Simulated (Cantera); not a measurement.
Adiabatic ignition

An adiabatic, constant-pressure homogeneous reactor starts with CH₄ : O₂ : N₂ = 1 : 2 : 7.52 (molar parts), equivalence ratio 1.0, at 1650 K and 0.207 atm.

Detailed kinetics in Cantera: GRI-Mech 3.0 (53 species, 325 reactions).

| t (s) | T (K) | x CH₄ | x O₂ | x NO | x HO₂ | x CH₃ | x CH₂O | x HCN |
|---|---|---|---|---|---|---|---|---|
| 3.00e-6 | 1650 | 0.0951 | 0.190 | <1e-12 | 2.34e-7 | 7.68e-7 | 2.22e-9 | <1e-12 |
| 9.54e-6 | 1650 | 0.0951 | 0.190 | <1e-12 | 7.34e-7 | 3.05e-6 | 3.02e-8 | <1e-12 |
| 3.04e-5 | 1650 | 0.0950 | 0.190 | <1e-12 | 2.25e-6 | 1.10e-5 | 3.75e-7 | <1e-12 |
| 9.65e-5 | 1650 | 0.0950 | 0.190 | <1e-12 | 6.28e-6 | 4.14e-5 | 4.70e-6 | <1e-12 |
| 0.000307 | 1650 | 0.0948 | 0.190 | 1.56e-12 | 1.29e-5 | 0.000198 | 7.16e-5 | <1e-12 |
| 0.000977 | 1673 | 0.0861 | 0.184 | 1.29e-10 | 0.000112 | 0.00233 | 0.00218 | 1.19e-10 |
| 0.00311 | 2615 | <1e-12 | 0.0283 | 0.00151 | 3.03e-6 | <1e-12 | 8.08e-11 | 8.50e-11 |
| 0.00988 | 2666 | <1e-12 | 0.0253 | 0.00668 | 3.43e-6 | <1e-12 | 9.52e-11 | 3.49e-10 |
| 0.0314 | 2663 | <1e-12 | 0.0243 | 0.00940 | 3.32e-6 | <1e-12 | 9.64e-11 | 4.63e-10 |
| 0.100 | 2663 | <1e-12 | 0.0243 | 0.00945 | 3.32e-6 | <1e-12 | 9.64e-11 | 4.65e-10 |
x: mole fraction; the columns are a selection and need not sum to one.

```json
{
 "time_of_steepest_temperature_rise": "1.24 ms",
 "temperature at 0.100 s": "2663 K",
 "equilibrium_temperature": "2663 K",
 "x(CH₄) at 0.100 s": "<1e-12 (gas-phase equilibrium <1e-12)",
 "x(O₂) at 0.100 s": "0.0243 (gas-phase equilibrium 0.0243)",
 "x(NO) at 0.100 s": "0.00945 (gas-phase equilibrium 0.00945)"
}
```
